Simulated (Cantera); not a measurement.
A closed system holds: 1 mol SiC, 0.35 mol Si, 0.51 mol N2, 0.93 mol C, held at 1.90e-5 bar.

Method: chemical equilibrium by Gibbs-energy minimisation in Cantera with the NASA 1993 tables (ideal gas, pure condensed phases). Candidate condensed phases: C, Si, SiC, Si3N4; 20 gas species. The tables' values for SiN are old estimates; treat these amounts as uncertain. Equilibrium is a limit: real reactors are often held back by kinetics, nucleation or transport.

x: gas mole fraction; n: condensed amount in mol.

```
T (K)   x N2     x Si       x C    x SiC2      x C3      x CN      x C2    x Si2C  n C(graphite)  n SiC(s)
-----  -----  -------  --------  --------  --------  --------  --------  --------  -------------  --------
1748   0.999  0.00144   3.20e-9   1.54e-5   1.17e-9   2.98e-6  9.61e-11   1.15e-5          0.581      1.35
1848   0.990  0.00985   4.62e-8  0.000189   2.51e-8   1.50e-5   2.08e-9  0.000134          0.585      1.34
1948   0.942   0.0550   5.07e-7   0.00177   3.91e-7   6.26e-5   3.28e-8   0.00120          0.610      1.32
2048   0.718    0.259   4.40e-6    0.0134   4.63e-6  0.000202   3.94e-7   0.00866          0.761      1.14
2148   0.279    0.649         …         …         …         …         …         …           1.71         0
2248   0.275    0.641  0.000185    0.0737  0.000329   0.00121   2.90e-5   0.00748           1.64         0
2348   0.272    0.618         …         …         …         …         …         …           1.53         0
2448   0.265    0.580   0.00422     0.129    0.0114   0.00783   0.00104   0.00118           1.35         0
2548   0.242    0.511    0.0167     0.152    0.0544    0.0172   0.00506  0.000444          0.888         0
2648   0.197    0.435    0.0513     0.124     0.145    0.0288    0.0160  0.000141              0         0
2748   0.178    0.451     0.105    0.0657     0.139    0.0352    0.0247   5.13e-5              0         0
2848   0.158    0.442     0.192    0.0297     0.106    0.0391    0.0318   1.67e-5              0         0
```

Q: What belongs in the gaps?

A: 
- 2148, x C: 3.12e-5
- 2148, x SiC2: 0.0509
- 2148, x C3: 4.32e-5
- 2148, x CN: 0.000413
- 2148, x C2: 3.74e-6
- 2148, x Si2C: 0.0195
- 2348, x C: 0.000946
- 2348, x SiC2: 0.100
- 2348, x C3: 0.00210
- 2348, x CN: 0.00321
- 2348, x C2: 0.000188
- 2348, x Si2C: 0.00295
